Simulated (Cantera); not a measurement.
**Thermodynamics of carbothermic reduction, feed Cu2O + CH4 + CO**

Feed: 1 mol Cu2O, 5.9 mol CH4, 1.3 mol CO, at 7.60 bar.

Equilibrium computed with Cantera from the NASA thermochemical tables; the gas is ideal and each condensed phase is pure. Candidate condensed phases: C, C6H6, C7H8, C8H18, Cu, CuO, Cu(OH)2, Cu2O, H2O; 113 gas species. Kinetics and transport are ignored.

```
T (°C)  log p H2  log p CO  log p CH4  log p H2O  log p CO2  log p C2H2 (acetylene)  log p H  n C(graphite)  n Cu(s)  n Cu(l)
------  --------  --------  ---------  ---------  ---------  ----------------------  -------  -------------  -------  -------
1075        0.79      0.09      -0.66      -1.36      -2.35                   -5.13    -5.24           4.60     2.00        0
1125        0.79      0.09      -0.78      -1.54      -2.57                   -4.82    -4.93           4.66        0     2.00
1175        0.79      0.09      -0.89      -1.71      -2.78                   -4.53    -4.64           4.70        0     2.00
1225        0.80      0.09      -1.00      -1.87      -2.98                   -4.26    -4.37           4.74        0     2.00
1275        0.80      0.09      -1.09      -2.02      -3.17                   -4.01    -4.11           4.77        0     2.00
1325        0.80      0.09      -1.19      -2.16      -3.34                   -3.77    -3.87           4.79        0     2.00
1375        0.80      0.09      -1.27      -2.29      -3.50                   -3.55    -3.65           4.81        0     2.00
1425        0.80      0.09      -1.36      -2.42      -3.66                   -3.34    -3.44           4.82        0     2.00
1475        0.80      0.09      -1.44      -2.53      -3.80                   -3.15    -3.24           4.83        0     2.00
1525        0.80      0.09      -1.51      -2.65      -3.93                   -2.96    -3.05           4.84        0     2.00
1575        0.80      0.09      -1.58      -2.75      -4.06                   -2.79    -2.88           4.85        0     2.00
```
log p: log10 of the partial pressure in bar; n: condensed amount in mol.

At 1075 °C the condensed part is C(graphite) + Cu(s). From 1125 °C to 1575 °C the condensed part is C(graphite) + Cu(l). The main Cu-bearing gas is Cu throughout.
